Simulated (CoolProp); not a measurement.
Vapour pressure (bar) of trans-2-butene: the reference equation beside estimates from Tc = 155.5 °C, pc = 40.19 bar, ω = 0.210.

Values from CoolProp's reference Helmholtz-energy equation of state, Lemmon 2005. It is a short technical equation, of lower accuracy than the large ones.

```
T (°C)  reference  van der Waals  Peng-Robinson
------  ---------  -------------  -------------
-39.15     0.1620          1.980         0.1622
-36.25     0.1895          2.137         0.1895
-33.25     0.2219          2.310         0.2217
-30.35     0.2574          2.485         0.2569
-27.35     0.2988          2.676         0.2979
-24.45     0.3438          2.870         0.3425
-21.55     0.3940          3.073         0.3924
-18.55     0.4521          3.294         0.4499
-15.65     0.5145          3.518         0.5118
-12.75     0.5836          3.751         0.5803
-9.75      0.6627          4.003         0.6587
-6.85      0.7469          4.258         0.7422
-3.85      0.8428          4.533         0.8373
-0.95      0.9444          4.810         0.9381
```

Absolute difference from the reference over all 14 rows, mean and median: van der Waals 695.9 and 654.3 %, Peng-Robinson 0.4 and 0.4 %.
